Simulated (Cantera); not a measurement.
Mixture: 17.2 % H2, 11.0 % O2, 71.8 % N2, equivalence ratio 0.78, at 1.01 bar, adiabatic and at constant pressure. Ignition delay is the time to a rise of 400 K.

Computed with Cantera and the H2/O2 subset of GRI-Mech 3.0, which has no nitrogen chemistry. Where the delays flatten at high temperature, the 400 K rule measures the pace of heat release, not the induction time.

**Question.** Predict: delay at 1323 K; delay at 1373 K; delay at 1423 K; delay at 1473 K; delay at 1523 K; delay at 1573 K.

**Answer.** 
| Property | Value |
|---|---|
| delay at 1323 K | 47.9 µs |
| delay at 1373 K | 43.1 µs |
| delay at 1423 K | 40.0 µs |
| delay at 1473 K | 38.2 µs |
| delay at 1523 K | 37.4 µs |
| delay at 1573 K | 37.4 µs |
